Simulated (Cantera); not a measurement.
**Pyrogenic steam for wet oxidation**

A perfectly stirred reactor is fed with H₂ : O₂ : N₂ = 0.33 : 1 : 4.6 (molar parts), equivalence ratio 0.17, at 0.360 bar; it is held at 1025 K, and followed from long to short residence time.

Model: the H2/O2 subset of GRI-Mech 3.0, which has no nitrogen chemistry, integrated in Cantera. The temperature is held fixed by assumption; the heat of reaction is taken as removed at once.

| τ (s) | x H₂ | x O₂ | x OH | x H₂O | x H |
|---|---|---|---|---|---|
| 0.80 | 0.000366 | 0.145 | 3.05e-5 | 0.0568 | 1.78e-6 |
| 0.45 | 0.000512 | 0.145 | 3.82e-5 | 0.0567 | 3.16e-6 |
| 0.26 | 0.000698 | 0.145 | 4.79e-5 | 0.0565 | 5.45e-6 |
| 0.15 | 0.000943 | 0.145 | 6.07e-5 | 0.0562 | 9.40e-6 |
| 0.083 | 0.00129 | 0.145 | 7.91e-5 | 0.0559 | 1.69e-5 |
| 0.047 | 0.00173 | 0.145 | 0.000103 | 0.0554 | 2.96e-5 |
| 0.027 | 0.00229 | 0.146 | 0.000134 | 0.0548 | 5.10e-5 |
| 0.015 | 0.00307 | 0.146 | 0.000177 | 0.0539 | 9.04e-5 |
| 0.0086 | 0.00404 | 0.146 | 0.000231 | 0.0529 | 0.000155 |
x: mole fraction; the columns are a selection and need not sum to one.
